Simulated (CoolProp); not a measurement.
The numbers come from the reference Helmholtz-energy equation of state, de Reuck 1990 in CoolProp.

For fluorine, give the phase and the cp (kJ/(kg K)), cv (kJ/(kg K)), speed of sound (m/s) at -77.25 °C and 0.118 MPa.


- -77.25 °C and 0.118 MPa: gas; cp 0.784, cv 0.562, speed of sound 244
